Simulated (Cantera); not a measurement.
Cantera run:

```python
import numpy as np
import cantera as ct

gas_names = """
    AL ALH ALN AL2 H H2 N NH NH2 NH3 N2 N2H2 N2H4
""".split()
cond_names = """
    AL(cr) AL(L) ALN(s)
""".split()


# ... load() reads the species with a 1 bar reference pressure and builds the phases ...
atoms = {
    'AlN': {'AL': 1, 'N': 1},
    'H2': {'H': 2},
}
top_T = {'ALN(s)': 2750}  # K; cautious upper limits of use, not melting points


# ... equilibrate(T, P, feed) seeds the gas with the atoms and calls Mixture.equilibrate('TP', solver="vcs", rtol=1e-11, max_steps=5000) ...
results = []
feed = {'AlN': 1, 'H2': 110}  # mol
P = 100000  # Pa
for T in [850, 1000, 1150, 1300, 1450, 1600, 1750, 1900, 2050]:
    mix = equilibrate(T, P, feed)
    results.append((T, P, feed, dict(zip(mix.species_names, mix.species_moles))))
    x = sorted(zip(gas.X, gas.species_names), reverse=True)
    print(f"T = {T:g} K  P = {P:g} Pa  gas = {mix.phase_moles(0):.4g} mol")
    print("   x: " + "  ".join(f"{s} {v:.3e}" for v, s in x if v > 1e-05))
    print("   condensed (mol): " + ("  ".join(f"{mix.phase(i).name} {mix.phase_moles(i):.4g}"
          for i in range(1, mix.n_phases) if mix.phase_moles(i) > 1e-12) or "none"))
```

It prints:

```
T = 850 K  P = 100000 Pa  gas = 110 mol
   x: H2 1.000e+00
   condensed (mol): ALN(s) 1
T = 1000 K  P = 100000 Pa  gas = 110 mol
   x: H2 1.000e+00
   condensed (mol): ALN(s) 1
T = 1150 K  P = 100000 Pa  gas = 110 mol
   x: H2 1.000e+00
   condensed (mol): ALN(s) 1
T = 1300 K  P = 100000 Pa  gas = 110 mol
   x: H2 1.000e+00
   condensed (mol): ALN(s) 1
T = 1450 K  P = 100000 Pa  gas = 110 mol
   x: H2 1.000e+00
   condensed (mol): ALN(s) 1
T = 1600 K  P = 100000 Pa  gas = 110 mol
   x: H2 9.999e-01  H 5.437e-05
   condensed (mol): ALN(s) 0.9997
T = 1750 K  P = 100000 Pa  gas = 110 mol
   x: H2 9.997e-01  H 2.325e-04  AL 2.197e-05  N2 1.667e-05  ALH 1.149e-05
   condensed (mol): ALN(s) 0.9963
T = 1900 K  P = 100000 Pa  gas = 110.1 mol
   x: H2 9.987e-01  H 7.931e-04  AL 2.254e-04  N2 1.523e-04  ALH 7.934e-05
   condensed (mol): ALN(s) 0.9664
T = 2050 K  P = 100000 Pa  gas = 110.4 mol
   x: H2 9.947e-01  H 2.263e-03  AL 1.623e-03  N2 1.015e-03  ALH 4.068e-04
   condensed (mol): ALN(s) 0.7756
```

Cantera equilibrium calculation (NASA polynomials, part measured and part estimated; ideal gas, pure solids and liquids).
